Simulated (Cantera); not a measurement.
Ignition delay

Mixture: 9.22 % CH3OH, 19.7 % O2, 71.1 % N2, equivalence ratio 0.70, at 4.93 atm, adiabatic and at constant volume. Ignition delay is the time to a rise of 400 K.

Detailed kinetics in Cantera: GRI-Mech 3.0 (53 species, 325 reactions). GRI-Mech 3.0 was tuned for natural gas; its chemistry of methanol as a main component is partial and can be far from experiment.

```csv
T0 (K),delay (ms)
1275,0.802
1325,0.399
1375,0.211
1425,0.118
1475,0.0696
1525,0.0430
1575,0.0276
1625,0.0184
1675,0.0126
1725,0.00889
```

```json
{
 "apparent activation energy between 1625 and 1725 K": "170 kJ/mol"
}
```
